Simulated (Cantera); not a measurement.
## Si3N4 + F2 + N2 (nitride etching)

Input: 1 mol Si3N4, 3.7 mol F2, a varied amount of N2, equilibrated at 38.0 Pa.

Method: chemical equilibrium by Gibbs-energy minimisation in Cantera with the NASA 1993 tables (ideal gas, pure condensed phases). Candidate condensed phases: Si, Si3N4; 16 gas species. The tables' values for SiF2, SiF3 are old estimates. Rates play no part.

**Question.** Map the stable condensed phases over T = 1523, 1548, 1573, 1598, 1623, 1648, 1673, 1698, 1723, 1748, 1773, 1798 K and n(N2) in mol = 3, 3.6, 4.3, 5.2, 6.3, 7.6, 9.1, 11, 13.

**Answer.** 
```
T in K \ n(N2) in mol
           3 3.6 4.3 5.2 6.3 7.6 9.1  11  13
   1798    A   A   A   A   A   A   A   A   A
   1773    A   A   A   A   A   A   A   A   A
   1748    A   A   A   A   A   A   A   A   A
   1723    A   A   A   A   A   A   A   A   A
   1698    A   A   A   A   A   A   A   A   A
   1673    B   A   A   A   A   A   A   A   A
   1648    B   B   B   B   B   B   A   A   A
   1623    B   B   B   B   B   B   B   B   B
   1598    B   B   B   B   B   C   C   C   C
   1573    C   C   C   C   C   C   C   C   C
   1548    C   C   C   C   C   C   C   C   C
   1523    C   C   C   C   C   C   C   C   C
```
A: gas only; B: Si; C: Si3N4.
